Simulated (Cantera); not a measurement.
Feed: 1 mol B2O3, 1.7 mol O2, 170 mol H2, 0.00064 mol HF, at 1.05 Torr.

Method: chemical equilibrium by Gibbs-energy minimisation in Cantera with the NASA 1993 tables (ideal gas, pure condensed phases). Candidate condensed phases: B, B2O3, B3O3H3, H2O; 43 gas species. Equilibrium is a limit: real reactors are often held back by kinetics, nucleation or transport.

Which condensed phases are stable at each of these points (T (K)): 1200, 1250, 1300, 1350, 1400, 1450, 1500, 1550, 1600?


| T (K) | condensed phases | B condensed (%) |
|---|---|---|
| 1200 | B2O3(l) | 74.1 |
| 1250 | B2O3(l) | 50.2 |
| 1300 | B2O3(l) | 11.1 |
| 1350 | gas only | 0.0 |
| 1400 | gas only | 0.0 |
| 1450 | gas only | 0.0 |
| 1500 | gas only | 0.0 |
| 1550 | gas only | 0.0 |
| 1600 | gas only | 0.0 |

From 1200 K to 1300 K the condensed part is B2O3(l). From 1350 K to 1600 K nothing is condensed.
